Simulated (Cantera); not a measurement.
A closed system holds: 1 mol PbCl2, 29 mol H2, equilibrated at 1050 K and 0.100 bar.

Cantera equilibrium calculation (NASA polynomials, part measured and part estimated; ideal gas, pure solids and liquids). Candidate condensed phases: Pb, PbCl2; 10 gas species. The numbers say what is thermodynamically allowed, not how fast it happens.

Base state: H2 0.935, HCl 0.0597, PbCl 0.00261, PbCl2 0.00210, Pb 0.000465 (mole fractions); condensed: Pb(l).

**Question.** What changes in the equilibrium state with this change: pressure from 0.100 bar to 10.0 mbar?

**Answer.** 
```csv
species,before,after
H2,0.935,0.931
HCl,0.0597,0.0549
PbCl,0.00261,0.00762
Pb,0.000465,0.00465
PbCl2,0.00210,0.00178
"Pb(l), mol",0.844,0.575
```

**Question.** What changes in the equilibrium state with this change: pressure from 0.100 bar to 2.40 mbar?

**Answer.** 
```csv
species,before,after
H2,0.935,0.918
HCl,0.0597,0.0492
Pb,0.000465,0.0181
PbCl,0.00261,0.0131
PbCl2,0.00210,0.00135
"Pb(l), mol",0.844,0
```

**Question.** What changes in the equilibrium state with this change: temperature from 1050 K to 1600 K?

**Answer.** 
```
species       before     after
----------  --------  --------
H2             0.935     0.908
HCl           0.0597    0.0594
Pb          0.000465    0.0272
PbCl         0.00261   0.00503
H            2.48e-8  0.000164
PbCl2        0.00210  0.000106
Pb(l), mol     0.844         0
```
